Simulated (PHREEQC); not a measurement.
**Copper plating or etch bath**

Consider water at 20 °C with 1 mmol/kgw CuCl2, 1.5 mmol/kgw HNO3 and 0.53 mmol/kgw NaCl. Closed to the air; pH follows from the charge balance.

Model: ion-association model, phreeqc.dat, run in PHREEQC.

| Item | Value |
|---|---|
| pH | 2.85 |
| ionic strength | 0.00502 mol/kgw |
| specific conductance | 805 µS/cm |
| total alkalinity | -1.50 meq/kg |

```csv
species,molality,activity,log γ
Cl-,0.00253,0.00234,-0.033
H+,0.00150,0.00140,-0.030
NO3-,0.00150,0.00139,-0.034
Cu+2,0.000996,0.000745,-0.126
Na+,0.000530,0.000492,-0.032
CuCl+,3.95e-6,3.66e-6,-0.033
```

Precipitation was switched off in this run.
